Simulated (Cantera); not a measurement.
Input: 1 mol MgO, a varied amount of HCl, held at 0.0270 bar.

Cantera equilibrium calculation (NASA polynomials, part measured and part estimated; ideal gas, pure solids and liquids). Candidate condensed phases: H2O, Mg, MgCl2, MgO, Mg(OH)2; 22 gas species. The numbers say what is thermodynamically allowed, not how fast it happens.

Q: What condenses at these points (T in K, n(HCl) in mol): (1475, 23); (1275, 33); (1225, 20); (1575, 33); (1525, 45)?

A: 
```tsv
T (K)	n(HCl) in mol	condensed phases	Mg condensed (%)
1475	23	gas only	0.0
1275	33	MgO	13.2
1225	20	MgO	59.5
1575	33	gas only	0.0
1525	45	gas only	0.0
```
